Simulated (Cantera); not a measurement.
Gas mixture: NH3 : H2 = 0.65 : 0.16 (molar parts), at 10.0 bar, frozen composition.

Cantera's kinetic-theory transport with the Lennard-Jones parameters of GRI-Mech 3.0, ideal gas; thermal conductivity in the multicomponent form. Polar gases are described roughly by these parameters. The composition is frozen, though it would react at the higher temperatures.

D: mixture-averaged diffusion coefficient of that species in the mixture.

```tsv
T (K)	ρ (kg/m³)	cp (J/kg/K)	μ (µPa s)	λ (mW/m/K)	Pr	D (cm²/s) O	D (cm²/s) H	D (cm²/s) CH4
400	4.23	2616	14.0	65.6	0.560	0.0702	…	0.0453
550	3.08	2903	19.2	94.4	0.591	0.125	…	0.0820
700	2.42	3176	24.2	125	0.615	0.190	…	0.127
850	1.99	3418	28.9	157	0.630	0.266	…	0.179
1000	1.69	3649	33.3	189	0.643	0.351	…	0.238
1150	1.47	3851	37.5	222	0.651	0.445	…	0.303
1300	1.30	4032	41.5	254	0.657	0.547	…	0.373
```

Fill in the missing entries.


- 400, D (cm²/s) H: 0.228
- 550, D (cm²/s) H: 0.411
- 700, D (cm²/s) H: 0.634
- 850, D (cm²/s) H: 0.892
- 1000, D (cm²/s) H: 1.18
- 1150, D (cm²/s) H: 1.50
- 1300, D (cm²/s) H: 1.85
